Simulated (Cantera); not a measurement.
Feed: 1 mol Fe, 0.46 mol H2S, 26 mol N2, 1.3 mol O2, equilibrated at 1 atm.

Method: chemical equilibrium by Gibbs-energy minimisation in Cantera with the NASA 1993 tables (ideal gas, pure condensed phases). Candidate condensed phases: Fe, FeO, Fe(OH)2, Fe(OH)3, FeS, FeSO4, FeS2, Fe2O3, Fe2(SO4)3, Fe3O4, H2O, H2SO4, S; 38 gas species. Mutual solubility and eutectic melting of coexisting phases are not modelled. The tables' stoichiometric FeO is somewhat more stable than real wüstite, so its field is too wide. FeO, FeS: taken at fixed stoichiometry. Gases not in the tables: S3 to S7. Rates play no part.

log p: log10 of the partial pressure in bar; n: condensed amount in mol.

```json
[
 {"T (°C)": "525", "log p N2": "-0.01", "log p SO2": "-1.81", "log p H2O": "-1.77", "log p S2": "-3.75", "log p H2": "-5.20", "log p H2S": "-3.75", "log p SO": "-7.63", "n FeS2(s)": "0.0148", "n Fe3O4(s)": "0.328", "n FeS(s)": "0", "n FeO(s)": "0"},
 {"T (°C)": "625", "log p N2": "-0.01", "log p SO2": "-1.81", "log p H2O": "-1.77", "log p S2": "-3.29", "log p H2": "-4.60", "log p H2S": "-3.58", "log p SO": "-6.63", "n FeS2(s)": "0", "n Fe3O4(s)": "0.330", "n FeS(s)": "0.0106", "n FeO(s)": "0"},
 {"T (°C)": "725", "log p N2": "-0.01", "log p SO2": "-1.81", "log p H2O": "-1.77", "log p S2": "-3.09", "log p H2": "___", "log p H2S": "-3.56", "log p SO": "___", "n FeS2(s)": "0", "n Fe3O4(s)": "0.333", "n FeS(s)": "0", "n FeO(s)": "0"},
 {"T (°C)": "825", "log p N2": "-0.01", "log p SO2": "-1.81", "log p H2O": "-1.77", "log p S2": "-3.07", "log p H2": "-3.84", "log p H2S": "-3.66", "log p SO": "-5.29", "n FeS2(s)": "0", "n Fe3O4(s)": "0.333", "n FeS(s)": "0", "n FeO(s)": "0"},
 {"T (°C)": "925", "log p N2": "-0.01", "log p SO2": "-1.81", "log p H2O": "-1.77", "log p S2": "-3.08", "log p H2": "-3.57", "log p H2S": "-3.76", "log p SO": "-4.81", "n FeS2(s)": "0", "n Fe3O4(s)": "0.333", "n FeS(s)": "0", "n FeO(s)": "0"},
 {"T (°C)": "1025", "log p N2": "-0.01", "log p SO2": "-1.81", "log p H2O": "-1.78", "log p S2": "-3.09", "log p H2": "-3.35", "log p H2S": "-3.85", "log p SO": "-4.40", "n FeS2(s)": "0", "n Fe3O4(s)": "0.333", "n FeS(s)": "0", "n FeO(s)": "0"},
 {"T (°C)": "1125", "log p N2": "-0.01", "log p SO2": "-1.77", "log p H2O": "-1.77", "log p S2": "___", "log p H2": "-3.39", "log p H2S": "___", "log p SO": "-4.25", "n FeS2(s)": "0", "n Fe3O4(s)": "0.246", "n FeS(s)": "0", "n FeO(s)": "___"},
 {"T (°C)": "1225", "log p N2": "-0.01", "log p SO2": "-1.76", "log p H2O": "-1.77", "log p S2": "-5.01", "log p H2": "-3.48", "log p H2S": "-5.42", "log p SO": "-4.21", "n FeS2(s)": "0", "n Fe3O4(s)": "0.232", "n FeS(s)": "0", "n FeO(s)": "0.304"},
 {"T (°C)": "1325", "log p N2": "-0.01", "log p SO2": "-1.76", "log p H2O": "-1.77", "log p S2": "-5.93", "log p H2": "-3.55", "log p H2S": "-6.15", "log p SO": "-4.17", "n FeS2(s)": "0", "n Fe3O4(s)": "0.229", "n FeS(s)": "0", "n FeO(s)": "0.312"}
]
```

### Question
Some entries are withheld; supply them.

### Answer

- 1125, log p S2: -3.98
- 1125, log p H2S: -4.59
- 1125, n FeO(s): 0.261
- 725, log p H2: -4.16
- 725, log p SO: -5.87
